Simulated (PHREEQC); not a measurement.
**Metal-bearing waste water: speciation**

A solution holds 0.0017 mol/kgw FeCl3, 0.026 mol/kgw MgSO4, 0.00051 mol/kgw NaHCO3 and 0.00021 mol/kgw NaCl, at 55 °C. Closed to the air; pH follows from the charge balance.

Model: ion-association model, phreeqc.dat, run in PHREEQC.

Each row changes one thing in this solution. Precipitation was switched off in this run.

```
case                                       pH  ionic strength (mol/kgw)  HCO3- (mol/kgw)  SI of Halite (NaCl)
---------------------------------------  ----  ------------------------  ---------------  -------------------
as made                                  3.30                    0.0537          6.54e-7                -7.21
NaHCO3 from 0.00051 to 0.0051 mol/kgw    5.75                       ___          0.00133                -6.35
NaCl from 0.00021 to 0.0021 mol/kgw      3.30                    0.0559          6.55e-7                -6.52
MgSO4 left out                           2.83                   0.00671          1.95e-7                -7.09
FeCl3 from 0.0017 to 0.00017 mol/kgw     5.76                    0.0488         0.000135                  ___
NaHCO3 from 0.00051 to 0.000459 mol/kgw   ___                       ___          5.75e-7                -7.24
diluted 100-fold with water              4.58                       ___          1.01e-7               -11.04
FeCl3 left out                           7.52                    0.0486         0.000443                -8.61
MgSO4 from 0.026 to 0.26 mol/kgw         3.67                     0.320          1.87e-6                -7.38
```

Fill in the missing entries.


- NaHCO3 from 0.00051 to 0.0051 mol/kgw, ionic strength (mol/kgw): 0.0558
- FeCl3 from 0.0017 to 0.00017 mol/kgw, SI of Halite (NaCl): -8.07
- NaHCO3 from 0.00051 to 0.000459 mol/kgw, pH: 3.29
- NaHCO3 from 0.00051 to 0.000459 mol/kgw, ionic strength (mol/kgw): 0.0536
- diluted 100-fold with water, ionic strength (mol/kgw): 0.00101

Species that the database lacks are ignored. Some of these states are supersaturated (in Hematite (slow to form), Goethite (slow to form), for instance). Constants without temperature data keep their 25 °C values here.
